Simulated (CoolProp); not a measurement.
A simple Rankine cycle with carbonyl sulfide: condensing at 327.15 K, boiler at 5.23 MPa, turbine inlet 382.2 K, turbine efficiency 0.6, pump efficiency 0.6, no recuperator. Each further row changes one setting.

The numbers come from the reference Helmholtz-energy equation of state, Lemmon 2006 in CoolProp. It is a short technical equation, of lower accuracy than the large ones.

```csv
case,thermal efficiency (%),net work (kJ/kg),heat in (kJ/kg),turbine exit temperature (K),volume ratio over the turbine
as stated,4.4,…,216,327.1,2.10
turbine inlet 402.2 K,…,…,243,…,2.06
condensing temperature 319.15 K,…,12.2,227,319.2,2.49
boiler pressure 3.66 MPa,…,7.24,…,356.5,1.46
turbine efficiency 0.5,3.3,7.05,216,328.7,2.13
```

What belongs in the gaps?


- as stated, net work (kJ/kg): 9.48
- turbine inlet 402.2 K, thermal efficiency (%): 5.0
- turbine inlet 402.2 K, net work (kJ/kg): 12.1
- turbine inlet 402.2 K, turbine exit temperature (K): 349.9
- condensing temperature 319.15 K, thermal efficiency (%): 5.3
- boiler pressure 3.66 MPa, thermal efficiency (%): 3.0
- boiler pressure 3.66 MPa, heat in (kJ/kg): 245

The expansion ends wet for: as stated; condensing temperature 319.15 K.
